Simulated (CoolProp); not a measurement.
Toluene at several states: Z from the reference equation and from simpler models built on Tc = 591.7 K, pc = 4126 kPa, ω = 0.266; each cubic takes its own stable root.

Values from CoolProp's reference Helmholtz-energy equation of state, Lemmon 2006. It is a short technical equation, of lower accuracy than the large ones.

```
T (K)  p (kPa)   phase  reference
-----  -------  ------  ---------
425.7     25.9     gas     0.9930
462.6     4550  liquid     0.1555
464        565     gas     0.8732
374.7     99.1  liquid   0.003718
209.8     20.8  liquid   0.001164
425.7     12.7     gas     0.9966
```

Problem. How far does each simpler model (van der Waals, Soave-Redlich-Kwong, Peng-Robinson) lie from the reference over these 6 states: mean and median of the absolute difference, and the worst?

Solution. 
- van der Waals: mean 4396.2 %, median 34.8 %, worst +26234.1 % at 374.7 K and 99.1 kPa
- Soave-Redlich-Kwong: mean 6.9 %, median 6.7 %, worst +15.2 % at 209.8 K and 20.8 kPa
- Peng-Robinson: mean 1.0 %, median 0.9 %, worst +2.8 % at 209.8 K and 20.8 kPa

At some of these states van der Waals gives the other phase, because its saturation line lies elsewhere.
